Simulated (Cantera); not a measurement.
Feed: 1 mol SiCl₄, 12 mol NH₃, at 7.43 Torr.

These are equilibrium values from Cantera (NASA tables, ideal gas, pure condensed phases), not measurements of a reactor. Candidate condensed phases: NH₄Cl, Si, Si₃N₄; 28 gas species. Kinetics and transport are ignored.

Over these rows the condensed part is Si₃N₄(s). Partial pressures as log10 of bar:

```json
[
 {"T (K)": "948", "1000/T (1/K)": "1.0549", "log p SiCl₂": "-9.35", "log p H₂": "-2.20", "log p N₂": "-2.68", "log p HCl": "-2.81"},
 {"T (K)": "998", "1000/T (1/K)": "1.0020", "log p SiCl₂": "-8.62", "log p H₂": "-2.20", "log p N₂": "-2.68", "log p HCl": "-2.81"},
 {"T (K)": "1048", "1000/T (1/K)": "0.9542", "log p SiCl₂": "?", "log p H₂": "-2.20", "log p N₂": "-2.68", "log p HCl": "-2.81"},
 {"T (K)": "1098", "1000/T (1/K)": "0.9107", "log p SiCl₂": "-7.35", "log p H₂": "-2.20", "log p N₂": "-2.68", "log p HCl": "-2.81"},
 {"T (K)": "1148", "1000/T (1/K)": "0.8711", "log p SiCl₂": "-6.80", "log p H₂": "-2.20", "log p N₂": "-2.68", "log p HCl": "-2.81"},
 {"T (K)": "1198", "1000/T (1/K)": "0.8347", "log p SiCl₂": "-6.30", "log p H₂": "-2.20", "log p N₂": "-2.68", "log p HCl": "-2.81"}
]
```

Task: Fit log p(SiCl₂) = a + b·(1000/T) to the five rows, give the apparent enthalpy, and predict the row at 1048 K.

Result: Means: 1000/T = 0.9347, log p = -7.684. Sxy = -0.465884, Sxx = 0.0335983, so b = -13.87 and a = -7.684 − (-13.87)×0.9347 = 5.28.
Apparent enthalpy: −19.145 × (-13.87) = 266 kJ/mol. With the condensed phases at unit activity, 1/3 Si₃N₄(s) + 2 HCl(g) = SiCl₂(g) + H₂(g) + 2/3 N₂(g) links this pressure to the main gases: over the six rows their terms move log p by +0.00 in all, so the slope is close to that reaction's ΔH°. The five rows lie within 0.01 of the line.
Prediction at 1048 K: 5.28 + (-13.87)×0.9542 = -7.95. The computed value is -7.95, 0.00 from the line.
